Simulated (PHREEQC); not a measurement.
A solution holds 4.4 mmol/kgw CaCl2, 1.1 mmol/kgw Na2HPO4 and 0.15 mmol/kgw NaCl, at 40 °C. Closed to the air; pH follows from the charge balance.

Model: ion-association model, phreeqc.dat, run in PHREEQC.

No solid was allowed to form.

Question: What pH does the model give?

Answer: pH 7.74.

Question: In which forms is P present?

Answer: CaHPO4 43 %, HPO4-2 41 %, CaPO4- 8.2 %, H2PO4- 7.7 %, CaH2PO4+ 0.6 % of the P.

The solution is supersaturated, for example in Hydroxyapatite, so a real one may precipitate; this is no full list. Constants without temperature data keep their 25 °C values here.
